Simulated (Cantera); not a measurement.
A closed system holds: 1 mol Si(CH₃)₄, 0.23 mol C₂H₂, 9.2 mol H₂, equilibrated at 1323 K and 1.58 Torr.

Method: chemical equilibrium by Gibbs-energy minimisation in Cantera with the NASA 1993 tables (ideal gas, pure condensed phases). Candidate condensed phases: C, C₆H₆, C₇H₈, C₈H₁₈, Si, SiC; 87 gas species. Rates play no part.

Base state: H₂ 1.000, H 3.46e-5, CH₄ 1.43e-5 (mole fractions); condensed: C(graphite) + SiC(s).

**Question.** What changes in the equilibrium state with this change: pressure from 1.58 Torr to 750 Torr?

**Answer.** 
```csv
species,before,after
H₂,1.000,0.993
CH₄,1.43e-5,0.00671
H,3.46e-5,1.58e-6
"C(graphite), mol",3.46,3.36
"SiC(s), mol",1.00,1.00
```

**Question.** What changes in the equilibrium state with this change: pressure from 1.58 Torr to 113 Torr?

**Answer.** 
| species | before | after |
|---|---|---|
| H₂ | 1.000 | 0.999 |
| CH₄ | 1.43e-5 | 0.00102 |
| H | 3.46e-5 | 4.09e-6 |
| C(graphite), mol | 3.46 | 3.44 |
| SiC(s), mol | 1.00 | 1.00 |
